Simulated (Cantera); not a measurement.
Thermodynamics of carbothermic reduction, feed Fe3O4 + C + H2

Feed: 1 mol Fe3O4, 1.4 mol C, a varied amount of H2, held at 2125 °C and 1.10 bar.

Equilibrium computed with Cantera from the NASA thermochemical tables; the gas is ideal and each condensed phase is pure. Candidate condensed phases: C, C6H6, C7H8, C8H18, Fe, Fe(CO)5, FeO, Fe(OH)2, Fe(OH)3, Fe2O3, Fe3O4, H2O; 114 gas species. Each liquid is taken as pure. Mutual solubility and eutectic melting of coexisting phases are not modelled. The tables' stoichiometric FeO is somewhat more stable than real wüstite, so its field is too wide. FeO: taken at fixed stoichiometry. Equilibrium is a limit: real reactors are often held back by kinetics, nucleation or transport.

```csv
n(H2) (mol),x H2,x CO,x H2O,x CO2,x Fe,x H,n Fe(l),n FeO(l)
2.5,0.419,0.325,0.205,0.0269,0.0132,0.00972,1.27,1.67
4,0.484,0.235,0.236,0.0194,0.0132,0.0105,1.74,1.18
5.5,0.521,0.184,0.254,0.0152,0.0132,0.0108,2.21,0.688
7.1,0.546,0.149,0.267,0.0123,0.0132,0.0111,2.72,0.163
8.6,0.592,0.128,0.244,0.00895,0.0132,0.0116,2.86,0
10,0.638,0.114,0.216,0.00652,0.0132,0.0120,2.84,0
12,0.686,0.0979,0.185,0.00446,0.0132,0.0124,2.81,0
13,0.706,0.0915,0.172,0.00378,0.0132,0.0126,2.80,0
15,0.738,0.0808,0.152,0.00282,0.0132,0.0129,2.78,0
```
x: gas mole fraction; n: condensed amount in mol.

From 2.5 mol H2 to 7.1 mol H2 the condensed part is Fe(l) + FeO(l). From 8.6 mol H2 to 15 mol H2 the condensed part is Fe(l). The main Fe-bearing gas is Fe throughout. The share of Fe in condensed phases is highest at 2.5 mol H2 (98.2 %) and lowest at 15 mol H2 (92.5 %).
